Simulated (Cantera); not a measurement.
Cantera with NASA thermochemical tables; ideal gases at 1 bar, condensed phases pure. Values are per mole of reaction as written; species without (g) are pure solids or liquids, kept so even where they would boil at 1 bar.

CrO3(g) + 3 H(g) ⇌ 3 OH(g) + Cr

```tsv
T (K)	ΔH° (kJ)	ΔS° (J/K)	ΔG° (kJ)	log10 K	condensed phases
1450	-259.9	-58.6	-174.9	6.30	Cr(s)
1650	-260.2	-58.9	-163.1	5.16	Cr(s)
1850	-259.4	-58.4	-151.4	4.27	Cr(s)
2050	[?]	[?]	[?]	[?]	Cr(s)
2250	-235.6	-47.1	-129.6	3.01	Cr(l)
2450	[?]	[?]	[?]	[?]	Cr(l)
2650	-234.7	-46.8	-110.8	2.18	Cr(l)
```

Question: Complete the blanks.

Answer: 
- 2050, ΔH° (kJ): -257.3
- 2050, ΔS° (J/K): -57.3
- 2050, ΔG° (kJ): -139.8
- 2050, log10 K: 3.56
- 2450, ΔH° (kJ): -235.3
- 2450, ΔS° (J/K): -47.0
- 2450, ΔG° (kJ): -120.2
- 2450, log10 K: 2.56
